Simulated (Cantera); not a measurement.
A closed system holds: 1 mol SiH2Cl2, 1 mol NH3, equilibrated at 0.100 bar.

Cantera equilibrium calculation (NASA polynomials, part measured and part estimated; ideal gas, pure solids and liquids). Candidate condensed phases: NH4Cl, Si, Si3N4; 28 gas species. The tables' values for SiCl3, SiCl, SiN are old estimates; treat these amounts as uncertain. Gases not in the tables: Si2H6 and higher silanes. Kinetics and transport are ignored. All values below are at 1998 K.

Base state: H2 0.530, HCl 0.183, SiCl2 0.152, N2 0.125, H 0.00369, SiCl3 0.00281, SiCl 0.00102, Cl 0.000952 (mole fractions); condensed: Si(l).

**Question.** What changes in the equilibrium state with this change: SiH2Cl2 replaced by SiH4?

**Answer.** 
```csv
species,before,after
H2,0.530,0.870
N2,0.125,0.125
H,0.00369,0.00473
HCl,0.183,0
SiCl2,0.152,0
Si,0.000425,0.000425
SiCl3,0.00281,0
SiCl,0.00102,0
Cl,0.000952,0
SiHCl3,6.70e-5,0
SiCl4,5.97e-5,0
"Si(l), mol",0.371,0.997
```
The tables' values for SiN are old estimates; treat these amounts as uncertain.
